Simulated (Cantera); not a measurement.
**Tantalum, niobium, vanadium and zirconium in process gases: Zr + N₂ + H₂ + N₂O**

Input: 1 mol Zr, 5.3 mol N₂, 380 mol H₂, a varied amount of N₂O, equilibrated at 1302 °C and 0.133 bar.

Method: chemical equilibrium by Gibbs-energy minimisation in Cantera with the NASA 1993 tables (ideal gas, pure condensed phases). Candidate condensed phases: H₂O, Zr, ZrN, ZrO₂; 28 gas species. Mutual solubility and eutectic melting of coexisting phases are not modelled. ZrN: taken at fixed stoichiometry. Condensed phases not in the tables: solid solutions among these carbides, nitrides and lower oxides. The numbers say what is thermodynamically allowed, not how fast it happens.

From 0.93 mol N₂O to 1.9 mol N₂O the condensed part is ZrN(s) + ZrO₂(tetragonal). From 2.9 mol N₂O to 7.8 mol N₂O the condensed part is ZrO₂(tetragonal).

| n(N₂O) (mol) | log p H₂ | log p N₂ | log p H₂O | log p H | log p NH₃ | n ZrN(s) | n ZrO₂(tetragonal) |
|---|---|---|---|---|---|---|---|
| 0.93 | -0.88 | -2.69 | -5.92 | -4.82 | -6.97 | 0.537 | 0.463 |
| 1.9 | -0.88 | -2.61 | -5.90 | -4.82 | -6.93 | 0.0518 | 0.948 |
| 2.9 | -0.89 | -2.55 | -3.51 | -4.82 | -6.90 | 0 | 1.00 |
| 3.9 | -0.89 | -2.50 | -3.19 | -4.83 | -6.88 | 0 | 1.00 |
| 4.9 | -0.89 | -2.46 | -3.00 | -4.83 | -6.87 | 0 | 1.00 |
| 5.8 | -0.89 | -2.42 | -2.89 | -4.83 | -6.85 | 0 | 1.00 |
| 6.8 | -0.89 | -2.39 | -2.79 | -4.83 | -6.84 | 0 | 1.00 |
| 7.8 | -0.90 | -2.35 | -2.71 | -4.83 | -6.82 | 0 | 1.00 |
log p: log10 of the partial pressure in bar; n: condensed amount in mol.
